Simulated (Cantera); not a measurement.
# Oxide etching and cleaning by halides: TiO2 + Cl2 + H2

A closed system holds: 1 mol TiO2, 15 mol Cl2, 7 mol H2, equilibrated at 1773.15 K and 0.173 Torr.

These are equilibrium values from Cantera (NASA tables, ideal gas, pure condensed phases), not measurements of a reactor. Candidate condensed phases: H2O, Ti, TiCl2, TiCl3, TiCl4, TiO, TiO2, Ti2O3, Ti3O5, Ti4O7; 23 gas species. Equilibrium is a limit: real reactors are often held back by kinetics, nucleation or transport.

| Quantity | Result |
|---|---|
| x(Cl) | 0.532 |
| x(HCl) | 0.465 |
| x(Cl2) | 0.000843 |
| x(H2O) | 0.000469 |
| x(TiOCl2) | 0.000273 |
| x(H) | 0.000237 |
| x(H2) | 0.000159 |
| x(TiCl3) | 0.000152 |
| x(O2) | 6.57e-5 |
| n(TiO2(rutile)) | 0.985 mol |
| gas amount | 29.98 mol |
| log10 activity of Ti4O7(s) (absent) | -1.52 |
| log10 activity of Ti3O5(s) (absent) | -1.62 |
| log10 activity of Ti2O3(s) (absent) | -2.19 |
